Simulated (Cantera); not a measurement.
A closed system holds: 1 mol CuO, 9.6 mol H2, 48 mol N2, equilibrated at 6.00 mbar.

Method: chemical equilibrium by Gibbs-energy minimisation in Cantera with the NASA 1993 tables (ideal gas, pure condensed phases). Candidate condensed phases: Cu, CuO, Cu(OH)2, Cu2O, H2O; 27 gas species. The numbers say what is thermodynamically allowed, not how fast it happens.

Problem. Which condensed phases are stable at each of these points (T (K)): 1423, 1448, 1473, 1498, 1523, 1548, 1573, 1598, 1623, 1648, 1673, 1698, 1723, 1748?

Solution. 
| T (K) | condensed phases | Cu condensed (%) |
|---|---|---|
| 1423 | Cu(l) | 98.0 |
| 1448 | Cu(l) | 96.8 |
| 1473 | Cu(l) | 95.0 |
| 1498 | Cu(l) | 92.4 |
| 1523 | Cu(l) | 88.4 |
| 1548 | Cu(l) | 82.7 |
| 1573 | Cu(l) | 74.4 |
| 1598 | Cu(l) | 62.6 |
| 1623 | Cu(l) | 46.1 |
| 1648 | Cu(l) | 23.0 |
| 1673 | gas only | 0.0 |
| 1698 | gas only | 0.0 |
| 1723 | gas only | 0.0 |
| 1748 | gas only | 0.0 |

From 1423 K to 1648 K the condensed part is Cu(l). From 1673 K to 1748 K nothing is condensed.
